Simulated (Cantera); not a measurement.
Charge: 1 mol Si3N4, 0.51 mol CO2, 15 mol N2, 0.013 mol N2O, held at 1798 K.

Cantera equilibrium calculation (NASA polynomials, part measured and part estimated; ideal gas, pure solids and liquids). Candidate condensed phases: C, Si, SiC, SiO2, Si2N2O, Si3N4; 34 gas species. Mutual solubility and eutectic melting of coexisting phases are not modelled. Rates play no part.

Q: Which condensed phases are stable at each of these points (P (Pa)): 0.100, 2.50, 63, 1600, 40000, 1000000?

A: 
| P (Pa) | condensed phases | Si condensed (%) |
|---|---|---|
| 0.100 | gas only | 0.0 |
| 2.50 | SiC(s) | 10.6 |
| 63 | Si(l) + SiC(s) | 65.6 |
| 1600 | SiC(s) + Si2N2O(s) + Si3N4(s) | 91.2 |
| 40000 | SiC(s) + Si2N2O(s) + Si3N4(s) | 99.9 |
| 1000000 | C(graphite) + Si2N2O(s) + Si3N4(s) | 100.0 |

At 0.100 Pa nothing is condensed. At 2.50 Pa the condensed part is SiC(s). At 63.0 Pa the condensed part is Si(l) + SiC(s). From 1600 Pa to 40000 Pa the condensed part is SiC(s) + Si2N2O(s) + Si3N4(s). At 1000000 Pa the condensed part is C(graphite) + Si2N2O(s) + Si3N4(s).
